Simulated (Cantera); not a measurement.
Thermodynamics of halide evaporation, hydrolysis and transport, feed MgF2 + O2 + N2

A closed system holds: 1 mol MgF2, 3.7 mol O2, 0.46 mol N2, held at 0.100 bar.

Equilibrium computed with Cantera from the NASA thermochemical tables; the gas is ideal and each condensed phase is pure. Candidate condensed phases: Mg, MgF2, MgO; 24 gas species. Mutual solubility and eutectic melting of coexisting phases are not modelled. Equilibrium is a limit: real reactors are often held back by kinetics, nucleation or transport.

From 750 °C to 1250 °C the condensed part is MgF2(s). From 1350 °C to 1550 °C the condensed part is MgF2(l). At 1650 °C the condensed part is MgF2(l) + MgO(s).

```
T (°C)   x O2    x MgF2    x N2      x NO       x O       x F  n MgF2(s)  n MgF2(l)  n MgO(s)
------  -----  --------  ------  --------  --------  --------  ---------  ---------  --------
750     0.889  4.11e-10   0.111   3.09e-5  9.29e-10  1.53e-12       1.00          0         0
850     0.889   2.23e-8   0.111   8.04e-5   1.31e-8  5.42e-11       1.00          0         0
950     0.889   6.15e-7   0.110  0.000179   1.20e-7   1.07e-9      1.000          0         0
1050    0.889   1.01e-5   0.110  0.000353   7.93e-7   1.34e-8      1.000          0         0
1150    0.889  0.000110   0.110  0.000633   4.01e-6   1.17e-7      1.000          0         0
1250    0.888  0.000865   0.110   0.00105   1.64e-5   7.72e-7      0.996          0         0
1350    0.885   0.00406   0.109   0.00163   5.66e-5   3.55e-6          0      0.983         0
1450    0.875    0.0151   0.108   0.00239  0.000168   1.34e-5          0      0.936         0
1550    0.845    0.0481   0.104   0.00326  0.000438   4.31e-5          0      0.789         0
1650    0.767     0.134  0.0937   0.00405   0.00100  0.000121          0      0.354  0.000250
```
x: gas mole fraction; n: condensed amount in mol.
